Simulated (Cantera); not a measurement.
Cantera run:

```python
import numpy as np
import cantera as ct

gas_names = """
    Mg MgN MgO Mg2 N NO NO2 NO3 N2 N2O O O2 O3
""".split()
cond_names = """
    Mg(cr) Mg(L) MgO(s) MgO(L)
""".split()


# ... load() reads the species with a 1 bar reference pressure and builds the phases ...
atoms = {
    'MgO': {'Mg': 1, 'O': 1},
    'O2': {'O': 2},
    'N2': {'N': 2},
}
top_T = {}  # K; cautious upper limits of use, not melting points


# ... equilibrate(T, P, feed) seeds the gas with the atoms and calls Mixture.equilibrate('TP', solver="vcs", rtol=1e-11, max_steps=5000) ...
results = []
feed = {'MgO': 1, 'O2': 8.3, 'N2': 2.7}  # mol
T = 1875  # K
P = 1000  # Pa
mix = equilibrate(T, P, feed)
results.append((T, P, feed, dict(zip(mix.species_names, mix.species_moles))))
x = sorted(zip(gas.X, gas.species_names), reverse=True)
print(f"T = {T:g} K  P = {P:g} Pa  gas = {mix.phase_moles(0):.4g} mol")
print("   x: " + "  ".join(f"{s} {v:.3e}" for v, s in x if v > 0.001))
print("   condensed (mol): " + ("  ".join(f"{mix.phase(i).name} {mix.phase_moles(i):.4g}"
      for i in range(1, mix.n_phases) if mix.phase_moles(i) > 1e-12) or "none"))
```

It prints:

```
T = 1875 K  P = 1000 Pa  gas = 11.01 mol
   x: O2 7.499e-01  N2 2.424e-01  NO 5.563e-03  O 2.083e-03
   condensed (mol): MgO(s) 1
```

These are equilibrium values from Cantera (NASA tables, ideal gas, pure condensed phases), not measurements of a reactor.
